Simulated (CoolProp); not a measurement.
n-decane at several states: density (kg/m³) from the reference equation and from simpler models built on Tc = 617.7 K, pc = 2.101 MPa, ω = 0.488; each cubic takes its own stable root.

Values from CoolProp's reference Helmholtz-energy equation of state, Lemmon 2006. It is a short technical equation, of lower accuracy than the large ones.

```tsv
T (K)	p (MPa)	phase	reference	Redlich-Kwong	Peng-Robinson
394.3	1.71	liquid	652.6	517.6	619.7
268.7	0.129	liquid	749.5	588.4	683.2
511.3	0.424	liquid	538.6	16.32	503.8
475.6	0.0129	gas	0.4670	0.4662	0.4667
554	0.132	gas	4.225	4.203	4.226
```

At some of these states Redlich-Kwong gives the other phase, because its saturation line lies elsewhere.
